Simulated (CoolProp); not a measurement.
Values from CoolProp's reference Helmholtz-energy equation of state, Colonna 2008. It is a short technical equation, of lower accuracy than the large ones.

**Question.** Give the vapour pressure (kPa), vapour density (kg/m³), enthalpy of vaporisation (kJ/kg), liquid cp (kJ/(kg K)) of saturated dodecamethylcyclohexasiloxane (D6) at 358.3, 406.6, 479 K.

**Answer.** 
```json
[
 {"T (K)": "358.3", "p (kPa)": "0.304", "vapour density (kg/m³)": "0.0454", "enthalpy of vaporisation (kJ/kg)": "141", "liquid cp (kJ/(kg K))": "1.69"},
 {"T (K)": "406.6", "p (kPa)": "3.37", "vapour density (kg/m³)": "0.447", "enthalpy of vaporisation (kJ/kg)": "129", "liquid cp (kJ/(kg K))": "1.79"},
 {"T (K)": "479", "p (kPa)": "38.8", "vapour density (kg/m³)": "4.55", "enthalpy of vaporisation (kJ/kg)": "110", "liquid cp (kJ/(kg K))": "1.94"}
]
```
